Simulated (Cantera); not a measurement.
Mixture: 6.54 % CH4, 16.8 % O2, 57.1 % N2, 19.6 % H2O, at 6.30 bar, adiabatic and at constant volume. Ignition delay is the time to a rise of 400 K.

Computed with Cantera and GRI-Mech 3.0 (53 species, 325 reactions).

Problem. At T0 = 1650 K, what is the delay, and which 7 reactions control it most (d ln τ / d ln k, from doubling and halving each rate constant)?

Solution. The delay is 76.9 µs.
```tsv
reaction	d ln τ / d ln k	faster rate
CH3 + O2 <=> CH3O + O	-0.43	shortens it
H + O2 <=> O + OH	-0.34	shortens it
2 CH3 (+M) <=> C2H6 (+M)	0.28	lengthens it
CH4 + H <=> CH3 + H2	0.22	lengthens it
CH3 + O2 <=> CH2O + OH	-0.16	shortens it
2 CH3 <=> C2H5 + H	-0.12	shortens it
CH3 + HO2 <=> CH3O + OH	-0.11	shortens it
```
